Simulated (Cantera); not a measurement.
Gas mixture: 13.7 % C2H2, 77.3 % C2H4, 8.98 % CH4, at 10.00 Torr, frozen composition.

Cantera's kinetic-theory transport with the Lennard-Jones parameters of GRI-Mech 3.0, ideal gas; thermal conductivity in the multicomponent form. The composition is frozen, though it would react at the higher temperatures.

D: mixture-averaged diffusion coefficient of that species in the mixture.

| T (K) | ρ (kg/m³) | cp (J/kg/K) | μ (µPa s) | λ (mW/m/K) | Pr | D (cm²/s) CH4 | D (cm²/s) CO2 | D (cm²/s) OH |
|---|---|---|---|---|---|---|---|---|
| 400 | 0.0107 | 1919 | 13.5 | 35.0 | 0.739 | (withheld) | 15.9 | 32.1 |
| 550 | 0.00778 | 2391 | 17.8 | 57.4 | 0.742 | (withheld) | 28.7 | 56.2 |
| 700 | 0.00611 | 2772 | 21.6 | 80.8 | 0.742 | (withheld) | 44.4 | 85.1 |
| 850 | 0.00504 | 3058 | 25.1 | 104 | 0.742 | (withheld) | 62.6 | 118 |
| 1000 | 0.00428 | 3321 | 28.3 | 127 | 0.741 | (withheld) | 83.1 | 156 |
| 1150 | 0.00372 | 3526 | 31.3 | 149 | 0.740 | (withheld) | 106 | 197 |
| 1300 | 0.00329 | 3697 | 34.1 | 171 | 0.739 | (withheld) | 130 | 242 |

Task: Fill in the missing entries.

Result: 
- 400, D (cm²/s) CH4: 22.2
- 550, D (cm²/s) CH4: 39.5
- 700, D (cm²/s) CH4: 60.4
- 850, D (cm²/s) CH4: 84.6
- 1000, D (cm²/s) CH4: 112
- 1150, D (cm²/s) CH4: 142
- 1300, D (cm²/s) CH4: 174
